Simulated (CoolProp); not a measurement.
Computed with CoolProp (reference Helmholtz-energy equation of state, Lemmon 2003). It is a pseudo-pure fit of the blend.

**Question.** For R410A, give the phase and the cp (kJ/(kg K)), Joule-Thomson coefficient (K/MPa), conductivity (mW/(m K)) at 500 K and 155 kPa; 500 K and 1710 kPa.

**Answer.** 
- 500 K and 155 kPa: gas; cp 1.10, Joule-Thomson coefficient 4.07, conductivity 28.3
- 500 K and 1710 kPa: gas; cp 1.13, Joule-Thomson coefficient 4.00, conductivity 29.3

Thermal conductivity comes from a separate model (Geller 2001).
